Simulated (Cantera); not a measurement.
## Pyrogenic steam for wet oxidation

A perfectly stirred reactor is fed with H2 : O2 : N2 = 1.5 : 1 : 2.2 (molar parts), equivalence ratio 0.75, at 0.132 atm; it is held at 1375 K, and followed from long to short residence time.

Cantera simulation using GRI-Mech 3.0 (53 species, 325 reactions); the numbers are that mechanism's predictions, not measurements. The temperature is held fixed by assumption; the heat of reaction is taken as removed at once.

```tsv
τ (s)	x H2	x O2	x NO2	x OH	x O
2.4	0.000369	0.0632	1.20e-9	0.000869	0.000105
1.3	0.000556	0.0632	8.93e-10	0.00107	0.000160
0.67	0.000866	0.0632	6.72e-10	0.00134	0.000251
0.35	0.00133	0.0633	5.46e-10	0.00166	0.000389
0.18	0.00206	0.0635	4.78e-10	0.00208	0.000609
0.095	0.00311	0.0638	4.46e-10	0.00257	0.000933
0.050	0.00467	0.0643	4.33e-10	0.00317	0.00143
0.026	0.00697	0.0651	4.31e-10	0.00391	0.00219
0.014	0.0100	0.0663	4.33e-10	0.00475	0.00325
0.0071	0.0146	0.0683	4.38e-10	0.00583	0.00497
0.0037	0.0202	0.0710	4.37e-10	0.00699	0.00736
```
x: mole fraction; the columns are a selection and need not sum to one.
